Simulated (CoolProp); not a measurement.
Values from CoolProp's reference Helmholtz-energy equation of state, Zhou 2014.

**Question.** For cyclohexane, give the phase and the Z, cv (kJ/(kg K)), speed of sound (m/s), isothermal compressibility (1/MPa) at 434.6 K and 1570 kPa; 434.6 K and 15700 kPa; 434.6 K and 18800 kPa.

**Answer.** 
- 434.6 K and 1570 kPa: liquid; Z 0.0578, cv 1.98, speed of sound 668, isothermal compressibility 0.00460
- 434.6 K and 15700 kPa: liquid; Z 0.550, cv 1.98, speed of sound 830, isothermal compressibility 0.00273
- 434.6 K and 18800 kPa: liquid; Z 0.654, cv 1.98, speed of sound 858, isothermal compressibility 0.00252
